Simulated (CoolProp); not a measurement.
The numbers come from the reference Helmholtz-energy equation of state, Leachman 2009 in CoolProp.

Q: Give the vapour pressure (bar), vapour density (kg/m³), surface tension (mN/m) of saturated normal hydrogen at 27.9 K.

A: 
```tsv
T (K)	p (bar)	vapour density (kg/m³)	surface tension (mN/m)
27.9	5.63	6.91	0.658
```

Surface tension comes from a separate correlation (Mulero 2012).
